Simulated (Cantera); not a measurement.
Input (Python, Cantera) and output of one run.

```python
import numpy as np
import cantera as ct

gas_names = """
    C CO CO2 C2 C2O C3 C3O2 C4 C5 O O2 O3 Pb PbO Pb2
""".split()
cond_names = """
    C(gr) Pb(cr) Pb(L) PbO(rd) PbO(yw) PbO(L) PbO2(s) Pb3O4(s)
""".split()


def load(file, names, dense=False):
    # The tables refer to 1 bar. Condensed volumes are neglected.
    table = {s.name: s for s in ct.Species.list_from_file(file)}
    out = []
    for n in names:
        d = dict(table[n].input_data)
        d["thermo"] = dict(d["thermo"], **{"reference-pressure": 1e5})
        if dense:
            d["equation-of-state"] = {"model": "constant-volume", "density": "1e6 g/cm^3"}
        out.append(ct.Species.from_dict(d))
    return out


gas = ct.Solution(thermo="ideal-gas", species=load("nasa_gas.yaml", gas_names))
cond = {s.name: ct.Solution(thermo="fixed-stoichiometry", species=[s], name=s.name)
        for s in load("nasa_condensed.yaml", cond_names, dense=True)}
atoms = {
    'Pb': {'Pb': 1},
    'CO2': {'C': 1, 'O': 2},
    'CO': {'C': 1, 'O': 1},
}
top_T = {'C(gr)': 4500, 'Pb3O4(s)': 820}  # K; cautious upper limits of use, not melting points


def equilibrate(T, P, feed):
    n = {}
    for name, mol in feed.items():
        for a, k in atoms[name].items():
            n[a] = n.get(a, 0.0) + k * mol
    gas.TPX = T, P, n
    mass = sum(n.values()) * gas.mean_molecular_weight
    gas.equilibrate("TP")
    valid = [c for c in cond.values() if c.min_temp <= T <= top_T.get(c.name, c.max_temp)]
    mix = ct.Mixture([(gas, mass / gas.mean_molecular_weight)] + [(c, 0.0) for c in valid])
    mix.T, mix.P = T, P
    mix.equilibrate("TP", solver="vcs", rtol=1e-11, max_steps=5000)
    return mix


results = []
P = 101325  # Pa
for T in [1275, 1325, 1375, 1425, 1475, 1525, 1575, 1625, 1675, 1725, 1775, 1825, 1875, 1925]:
    for m in [1.7, 2.2, 2.8, 3.6, 4.5, 5.8, 7.3]:
        feed = {'Pb': 1, 'CO2': m, 'CO': 0.82}  # mol
        mix = equilibrate(T, P, feed)
        results.append((T, P, feed, dict(zip(mix.species_names, mix.species_moles))))

for T, P, feed, n in results:
    print(f"{T:7g} {feed['CO2']:10.4g}  " + (" + ".join(c for c in cond_names if n.get(c, 0) > 1e-12) or "gas only"))
```

Output:

```
   1275        1.7  Pb(L)
   1275        2.2  Pb(L)
   1275        2.8  Pb(L)
   1275        3.6  Pb(L)
   1275        4.5  Pb(L)
   1275        5.8  Pb(L)
   1275        7.3  Pb(L)
   1325        1.7  Pb(L)
   1325        2.2  Pb(L)
   1325        2.8  Pb(L)
   1325        3.6  Pb(L)
   1325        4.5  Pb(L)
   1325        5.8  Pb(L)
   1325        7.3  Pb(L)
   1375        1.7  Pb(L)
   1375        2.2  Pb(L)
   1375        2.8  Pb(L)
   1375        3.6  Pb(L)
   1375        4.5  Pb(L)
   1375        5.8  Pb(L)
   1375        7.3  Pb(L)
   1425        1.7  Pb(L)
   1425        2.2  Pb(L)
   1425        2.8  Pb(L)
   1425        3.6  Pb(L)
   1425        4.5  Pb(L)
   1425        5.8  Pb(L)
   1425        7.3  Pb(L)
   1475        1.7  Pb(L)
   1475        2.2  Pb(L)
   1475        2.8  Pb(L)
   1475        3.6  Pb(L)
   1475        4.5  Pb(L)
   1475        5.8  Pb(L)
   1475        7.3  Pb(L)
   1525        1.7  Pb(L)
   1525        2.2  Pb(L)
   1525        2.8  Pb(L)
   1525        3.6  Pb(L)
   1525        4.5  Pb(L)
   1525        5.8  Pb(L)
   1525        7.3  Pb(L)
   1575        1.7  Pb(L)
   1575        2.2  Pb(L)
   1575        2.8  Pb(L)
   1575        3.6  Pb(L)
   1575        4.5  Pb(L)
   1575        5.8  Pb(L)
   1575        7.3  Pb(L)
   1625        1.7  Pb(L)
   1625        2.2  Pb(L)
   1625        2.8  Pb(L)
   1625        3.6  Pb(L)
   1625        4.5  Pb(L)
   1625        5.8  Pb(L)
   1625        7.3  Pb(L)
   1675        1.7  Pb(L)
   1675        2.2  Pb(L)
   1675        2.8  Pb(L)
   1675        3.6  Pb(L)
   1675        4.5  Pb(L)
   1675        5.8  Pb(L)
   1675        7.3  gas only
   1725        1.7  Pb(L)
   1725        2.2  Pb(L)
   1725        2.8  Pb(L)
   1725        3.6  Pb(L)
   1725        4.5  gas only
   1725        5.8  gas only
   1725        7.3  gas only
   1775        1.7  Pb(L)
   1775        2.2  Pb(L)
   1775        2.8  gas only
   1775        3.6  gas only
   1775        4.5  gas only
   1775        5.8  gas only
   1775        7.3  gas only
   1825        1.7  gas only
   1825        2.2  gas only
   1825        2.8  gas only
   1825        3.6  gas only
   1825        4.5  gas only
   1825        5.8  gas only
   1825        7.3  gas only
   1875        1.7  gas only
   1875        2.2  gas only
   1875        2.8  gas only
   1875        3.6  gas only
   1875        4.5  gas only
   1875        5.8  gas only
   1875        7.3  gas only
   1925        1.7  gas only
   1925        2.2  gas only
   1925        2.8  gas only
   1925        3.6  gas only
   1925        4.5  gas only
   1925        5.8  gas only
   1925        7.3  gas only
```

Equilibrium computed with Cantera from the NASA thermochemical tables; the gas is ideal and each condensed phase is pure.
